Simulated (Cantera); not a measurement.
Cantera run:

```python
import numpy as np
import cantera as ct

gas_names = """
    H H2 N NH NH2 NH3 N2 N2H2 N2H4 Si SiH SiH2 SiH3 SiH4 SiN Si2 Si2N Si3
""".split()
cond_names = """
    Si(cr) Si(L) Si3N4(a)
""".split()


# ... load() reads the species with a 1 bar reference pressure and builds the phases ...
atoms = {
    'trisilylamine': {'Si': 3, 'N': 1, 'H': 9},
    'NH3': {'N': 1, 'H': 3},
}
top_T = {'Si3N4(a)': 2400}  # K; cautious upper limits of use, not melting points


# ... equilibrate(T, P, feed) seeds the gas with the atoms and calls Mixture.equilibrate('TP', solver="vcs", rtol=1e-11, max_steps=5000) ...
results = []
P = 1000  # Pa
for T in [875, 975, 1075, 1175, 1275, 1375, 1475, 1575, 1675, 1775, 1875]:
    for m in [0.21, 0.31, 0.47, 0.69, 1, 1.5, 2.2, 3.3, 4.9, 7.2]:
        feed = {'trisilylamine': 1, 'NH3': m}  # mol
        mix = equilibrate(T, P, feed)
        results.append((T, P, feed, dict(zip(mix.species_names, mix.species_moles))))

for T, P, feed, n in results:
    print(f"{T:7g} {feed['NH3']:10.4g}  " + (" + ".join(c for c in cond_names if n.get(c, 0) > 1e-12) or "gas only"))
```

Output:

```
    875       0.21  Si(cr) + Si3N4(a)
    875       0.31  Si(cr) + Si3N4(a)
    875       0.47  Si(cr) + Si3N4(a)
    875       0.69  Si(cr) + Si3N4(a)
    875          1  Si(cr) + Si3N4(a)
    875        1.5  Si(cr) + Si3N4(a)
    875        2.2  Si(cr) + Si3N4(a)
    875        3.3  Si3N4(a)
    875        4.9  Si3N4(a)
    875        7.2  Si3N4(a)
    975       0.21  Si(cr) + Si3N4(a)
    975       0.31  Si(cr) + Si3N4(a)
    975       0.47  Si(cr) + Si3N4(a)
    975       0.69  Si(cr) + Si3N4(a)
    975          1  Si(cr) + Si3N4(a)
    975        1.5  Si(cr) + Si3N4(a)
    975        2.2  Si(cr) + Si3N4(a)
    975        3.3  Si3N4(a)
    975        4.9  Si3N4(a)
    975        7.2  Si3N4(a)
   1075       0.21  Si(cr) + Si3N4(a)
   1075       0.31  Si(cr) + Si3N4(a)
   1075       0.47  Si(cr) + Si3N4(a)
   1075       0.69  Si(cr) + Si3N4(a)
   1075          1  Si(cr) + Si3N4(a)
   1075        1.5  Si(cr) + Si3N4(a)
   1075        2.2  Si(cr) + Si3N4(a)
   1075        3.3  Si3N4(a)
   1075        4.9  Si3N4(a)
   1075        7.2  Si3N4(a)
   1175       0.21  Si(cr) + Si3N4(a)
   1175       0.31  Si(cr) + Si3N4(a)
   1175       0.47  Si(cr) + Si3N4(a)
   1175       0.69  Si(cr) + Si3N4(a)
   1175          1  Si(cr) + Si3N4(a)
   1175        1.5  Si(cr) + Si3N4(a)
   1175        2.2  Si(cr) + Si3N4(a)
   1175        3.3  Si3N4(a)
   1175        4.9  Si3N4(a)
   1175        7.2  Si3N4(a)
   1275       0.21  Si(cr) + Si3N4(a)
   1275       0.31  Si(cr) + Si3N4(a)
   1275       0.47  Si(cr) + Si3N4(a)
   1275       0.69  Si(cr) + Si3N4(a)
   1275          1  Si(cr) + Si3N4(a)
   1275        1.5  Si(cr) + Si3N4(a)
   1275        2.2  Si(cr) + Si3N4(a)
   1275        3.3  Si3N4(a)
   1275        4.9  Si3N4(a)
   1275        7.2  Si3N4(a)
   1375       0.21  Si(cr) + Si3N4(a)
   1375       0.31  Si(cr) + Si3N4(a)
   1375       0.47  Si(cr) + Si3N4(a)
   1375       0.69  Si(cr) + Si3N4(a)
   1375          1  Si(cr) + Si3N4(a)
   1375        1.5  Si(cr) + Si3N4(a)
   1375        2.2  Si(cr) + Si3N4(a)
   1375        3.3  Si3N4(a)
   1375        4.9  Si3N4(a)
   1375        7.2  Si3N4(a)
   1475       0.21  Si(cr) + Si3N4(a)
   1475       0.31  Si(cr) + Si3N4(a)
   1475       0.47  Si(cr) + Si3N4(a)
   1475       0.69  Si(cr) + Si3N4(a)
   1475          1  Si(cr) + Si3N4(a)
   1475        1.5  Si(cr) + Si3N4(a)
   1475        2.2  Si(cr) + Si3N4(a)
   1475        3.3  Si3N4(a)
   1475        4.9  Si3N4(a)
   1475        7.2  Si3N4(a)
   1575       0.21  Si(cr) + Si3N4(a)
   1575       0.31  Si(cr) + Si3N4(a)
   1575       0.47  Si(cr) + Si3N4(a)
   1575       0.69  Si(cr) + Si3N4(a)
   1575          1  Si(cr) + Si3N4(a)
   1575        1.5  Si(cr) + Si3N4(a)
   1575        2.2  Si(cr) + Si3N4(a)
   1575        3.3  Si(cr) + Si3N4(a)
   1575        4.9  Si3N4(a)
   1575        7.2  Si3N4(a)
   1675       0.21  Si(cr) + Si3N4(a)
   1675       0.31  Si(cr) + Si3N4(a)
   1675       0.47  Si(cr) + Si3N4(a)
   1675       0.69  Si(cr) + Si3N4(a)
   1675          1  Si(cr) + Si3N4(a)
   1675        1.5  Si(cr) + Si3N4(a)
   1675        2.2  Si(cr) + Si3N4(a)
   1675        3.3  Si(cr) + Si3N4(a)
   1675        4.9  Si(cr) + Si3N4(a)
   1675        7.2  Si3N4(a)
   1775       0.21  Si(L)
   1775       0.31  Si(L)
   1775       0.47  Si(L)
   1775       0.69  Si(L)
   1775          1  Si(L)
   1775        1.5  Si(L)
   1775        2.2  Si(L)
   1775        3.3  Si(L)
   1775        4.9  Si(L)
   1775        7.2  Si(L)
   1875       0.21  Si(L)
   1875       0.31  Si(L)
   1875       0.47  Si(L)
   1875       0.69  Si(L)
   1875          1  Si(L)
   1875        1.5  Si(L)
   1875        2.2  Si(L)
   1875        3.3  Si(L)
   1875        4.9  Si(L)
   1875        7.2  Si(L)
```

Equilibrium computed with Cantera from the NASA thermochemical tables; the gas is ideal and each condensed phase is pure. The feed counts by its element totals alone. Mutual solubility and eutectic melting of coexisting phases are not modelled.
